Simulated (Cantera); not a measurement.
# Equilibrium for iron carbonyl, mercury and lead vapours: Hg + H₂

Feed: 1 mol Hg, 1 mol H₂, equilibrated at 1175 °C and 0.240 bar.

Cantera equilibrium calculation (NASA polynomials, part measured and part estimated; ideal gas, pure solids and liquids). Candidate condensed phases: Hg; 3 gas species. The numbers say what is thermodynamically allowed, not how fast it happens.

The x(Hg) is 0.500 and the x(H₂) is 0.500. The x(H) is 1.33e-5, the gas amount is 2.000 mol and the log10 activity of Hg(l) (absent) is -3.60.
